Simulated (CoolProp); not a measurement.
Properties of nitrogen along the isotherm -169.65 °C.

The numbers come from the reference Helmholtz-energy equation of state, Span 2000 in CoolProp.

```
p (kPa)   phase        Z  Joule-Thomson coefficient (K/MPa)  expansivity (1/kK)
-------  ------  -------  ---------------------------------  ------------------
121         gas   0.9785                              15.10               10.29
243         gas   0.9559                              15.27               11.02
364         gas   0.9325                              15.45               11.87
485         gas   0.9079                              15.63               12.86
606         gas   0.8820                              15.82               14.06
728         gas   0.8542                              16.03               15.55
849         gas   0.8245                              16.26               17.43
1090     liquid  0.05310                            0.04688               10.39
1210     liquid  0.05886                            0.04013               10.29
1330     liquid  0.06461                            0.03355               10.18
1460     liquid  0.07082                            0.02661               10.07
1580     liquid  0.07654                            0.02036               9.976
1700     liquid  0.08225                            0.01427               9.881
```
